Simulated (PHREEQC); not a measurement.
Solution (25 °C): 0.2 mol CdSO4 and 0.00028 mol Na2SO4 per kg of water. Closed to the air; pH follows from the charge balance.

Equilibrium calculation in PHREEQC: ion-association model, wateq4f.dat.

No solid was allowed to form.

**Question.** Predict the pH, ionic strength.

**Answer.** pH 5.81; ionic strength 0.345 mol/kgw.

**Question.** In which forms is Na present?

**Answer.** Na+ 94 %, NaSO4- 5.6 % of the Na.

Species that the database lacks are ignored.
